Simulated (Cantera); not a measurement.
Input: 1 mol SF6, 2.8 mol O2, 35 mol N2, equilibrated at 0.0100 bar.

Equilibrium computed with Cantera from the NASA thermochemical tables; the gas is ideal and each condensed phase is pure. Candidate condensed phases: S; 35 gas species. Equilibrium is a limit: real reactors are often held back by kinetics, nucleation or transport. All values below are at 3098 K.

Base state: N2 0.741, F 0.128, O 0.0983, S 0.0156, NO 0.00711, SO 0.00526, O2 0.00393, SO2 0.000360 (mole fractions); condensed: gas only.

Task: What changes in the equilibrium state with this change: pressure from 0.0100 bar to 0.100 bar?

Result: 
```tsv
species	before	after
N2	0.741	0.759
F	0.128	0.131
O	0.0983	0.0593
O2	0.00393	0.0143
S	0.0156	0.00561
SO	0.00526	0.0114
NO	0.00711	0.0137
SO2	0.000360	0.00472
SF	1.87e-5	6.91e-5
N	0.000221	7.08e-5
```
